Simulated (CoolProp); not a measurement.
Vapour pressure (kPa) of R124: the reference equation beside estimates from Tc = 122.3 °C, pc = 3624 kPa, ω = 0.288. Clausius-Clapeyron is anchored at -2.45 °C with a constant enthalpy of vaporisation of 22.01 kJ/mol.

The numbers come from the reference Helmholtz-energy equation of state, de Vries 1995 in CoolProp.

| T (°C) | reference | Lee-Kesler | Clausius-Clapeyron | van der Waals | Peng-Robinson |
|---|---|---|---|---|---|
| -2.45 | 148.5 | 148.2 | 148.5 | 647.9 | 148.1 |
| 0.25 | 164.6 | 164.4 | 163.5 | 682.0 | 164.1 |
| 3.05 | 182.6 | 182.6 | 180.4 | 718.6 | 182.0 |
| 5.75 | 201.5 | 201.6 | 197.9 | 755.0 | 200.7 |
| 8.55 | 222.6 | 222.9 | ___ | 794.1 | 221.6 |
| 11.25 | 244.5 | 244.9 | 237.8 | 833.0 | 243.3 |
| 14.05 | 268.9 | 269.5 | 260.4 | 874.7 | 267.5 |
| 16.85 | 295.1 | 296.0 | 284.6 | 917.6 | 293.6 |
| 19.55 | ___ | 323.3 | 309.6 | 960.3 | 320.5 |
| 22.35 | 352.3 | 353.5 | 337.3 | 1006 | 350.4 |
| 25.05 | 383.2 | 384.7 | 365.8 | 1051 | 381.1 |
| 27.85 | 417.5 | 419.2 | 397.3 | 1100 | 415.2 |
| 30.55 | ___ | 454.5 | 429.6 | 1147 | 450.2 |
| 33.35 | 491.4 | 493.5 | 465.2 | 1199 | 488.9 |

Q: Fill in the missing entries.

A: 
- 8.55, Clausius-Clapeyron: 217.5
- 19.55, reference: 322.2
- 30.55, reference: 452.6

Absolute difference from the reference over all 14 rows, mean and median: Lee-Kesler 0.3 and 0.3 %, Clausius-Clapeyron 3.1 and 3.4 %, van der Waals 226.5 and 218.1 %, Peng-Robinson 0.5 and 0.5 %.
